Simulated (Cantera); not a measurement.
Ignition delay

Mixture: 1.55 % C3H8, 18.0 % O2, 67.8 % N2, 12.7 % H2O, equivalence ratio 0.43, at 760 Torr, adiabatic and at constant pressure. Ignition delay is the time to a rise of 400 K.

Computed with Cantera and GRI-Mech 3.0 (53 species, 325 reactions). GRI-Mech 3.0 was tuned for natural gas; its chemistry of propane as a main component is partial and can be far from experiment. Where the delays flatten at high temperature, the 400 K rule measures the pace of heat release, not the induction time.

```
T0 (K)  delay (ms)
------  ----------
1050           164
1150          17.2
1250          2.30
1350         0.447
1450         0.135
1550        0.0645
1650        0.0459
1750        0.0424
```
